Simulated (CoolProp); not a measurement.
Vapour-liquid equilibrium of toluene (1) + p-xylene (2) at 182.05 °C; x and y are mole fractions of (1).

The numbers come from the multi-fluid Helmholtz-energy mixture model, Lemmon 2006 and Zhou 2012; pair parameters Bell 2016 in CoolProp.

Question: Give the bubble pressure and the first vapour's composition at x = 0.5, 0.65, 0.95. Is there an azeotrope?

Answer: x = 0.5: 0.4119 MPa, y = 0.635; x = 0.65: 0.4498 MPa, y = 0.762; x = 0.95: 0.5255 MPa, y = 0.970. No azeotrope shows between x = 0.05 and 0.95.

Pair parameters are fitted to limited data, so mixtures are less certain than the pure fluids.
